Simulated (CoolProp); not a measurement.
A closed Brayton cycle with carbon dioxide: compressor inlet 311.15 K and 9.4 MPa, high pressure 17.2 MPa, turbine inlet 850 K, compressor efficiency 0.8, turbine efficiency 0.9, recuperator effectiveness 0.8 (on enthalpy, no pinch check). Each further row changes one setting.

Model: reference Helmholtz-energy equation of state, Span 1996, in CoolProp.

```json
[
 {"case": "as stated", "thermal efficiency (%)": "23.4", "net work (kJ/kg)": "69.9", "compressor to turbine work": "0.17", "compressor exit (K)": "330.2", "turbine exit (K)": "775.2"},
 {"case": "turbine inlet 800 K", "thermal efficiency (%)": "22.9", "net work (kJ/kg)": "64.5", "compressor to turbine work": "0.18", "compressor exit (K)": "330.2", "turbine exit (K)": "727.9"},
 {"case": "compressor inlet 321.15 K", "thermal efficiency (%)": "23.5", "net work (kJ/kg)": "60.7", "compressor to turbine work": "0.28", "compressor exit (K)": "361.8", "turbine exit (K)": "775.2"},
 {"case": "high pressure 14.6 MPa", "thermal efficiency (%)": "19.4", "net work (kJ/kg)": "52.5", "compressor to turbine work": "0.16", "compressor exit (K)": "324.7", "turbine exit (K)": "795.2"},
 {"case": "recuperator effectiveness 0.5", "thermal efficiency (%)": "15.0", "net work (kJ/kg)": "69.9", "compressor to turbine work": "0.17", "compressor exit (K)": "330.2", "turbine exit (K)": "775.2"}
]
```
